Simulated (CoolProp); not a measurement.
Properties of R1234ze(Z) along the isobar 1820 kPa (Tc = 150.1 °C, pc = 3531 kPa, ω = 0.327).

Values from CoolProp's reference Helmholtz-energy equation of state, Akasaka 2019.

```json
[
 {"T (°C)": "20.95", "phase": "liquid", "cp (kJ/(kg K))": "1.256", "cv (kJ/(kg K))": "0.8731"},
 {"T (°C)": "25.85", "phase": "liquid", "cp (kJ/(kg K))": "1.270", "cv (kJ/(kg K))": "0.8810"},
 {"T (°C)": "30.75", "phase": "liquid", "cp (kJ/(kg K))": "1.284", "cv (kJ/(kg K))": "0.8889"},
 {"T (°C)": "35.65", "phase": "liquid", "cp (kJ/(kg K))": "1.298", "cv (kJ/(kg K))": "0.8970"},
 {"T (°C)": "40.55", "phase": "liquid", "cp (kJ/(kg K))": "1.313", "cv (kJ/(kg K))": "0.9051"},
 {"T (°C)": "45.45", "phase": "liquid", "cp (kJ/(kg K))": "1.328", "cv (kJ/(kg K))": "0.9134"},
 {"T (°C)": "50.35", "phase": "liquid", "cp (kJ/(kg K))": "1.344", "cv (kJ/(kg K))": "0.9218"},
 {"T (°C)": "55.25", "phase": "liquid", "cp (kJ/(kg K))": "1.361", "cv (kJ/(kg K))": "0.9302"},
 {"T (°C)": "60.15", "phase": "liquid", "cp (kJ/(kg K))": "1.379", "cv (kJ/(kg K))": "0.9388"},
 {"T (°C)": "65.05", "phase": "liquid", "cp (kJ/(kg K))": "1.397", "cv (kJ/(kg K))": "0.9474"},
 {"T (°C)": "69.95", "phase": "liquid", "cp (kJ/(kg K))": "1.417", "cv (kJ/(kg K))": "0.9561"},
 {"T (°C)": "74.85", "phase": "liquid", "cp (kJ/(kg K))": "1.438", "cv (kJ/(kg K))": "0.9649"}
]
```
